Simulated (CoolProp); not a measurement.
Vapour-liquid equilibrium of propylene (1) + R134a (2) at 1.72 bar; x and y are mole fractions of (1).

Computed with CoolProp (multi-fluid Helmholtz-energy mixture model, Lemmon 2013 and Tillner-Roth 1994; pair parameters Bell 2016).

```tsv
x	bubble temperature, mixture model (K)	bubble temperature, Raoult's law (K)	y, mixture model	y, Raoult's law
0.05	254.0	257.9	0.228	0.105
0.125	248.3	255.8	0.434	0.244
0.2	244.5	253.8	0.551	0.364
0.275	242.1	252.0	0.621	0.469
0.35	240.5	250.2	0.666	0.560
0.425	239.4	248.5	0.699	0.639
0.5	238.7	246.9	0.724	0.708
0.575	238.1	245.3	0.745	0.769
0.65	237.7	243.9	0.767	0.822
0.725	237.4	242.5	0.792	0.869
0.8	237.1	241.2	0.824	0.911
0.875	237.1	239.9	0.868	0.948
0.95	237.4	238.7	0.935	0.980
```

The largest gap from Raoult's law is -9.9 K in bubble temperature, at x = 0.275. y crosses x between x = 0.8 and 0.875: the model has an azeotrope there.

Pair parameters are fitted to limited data, so mixtures are less certain than the pure fluids.
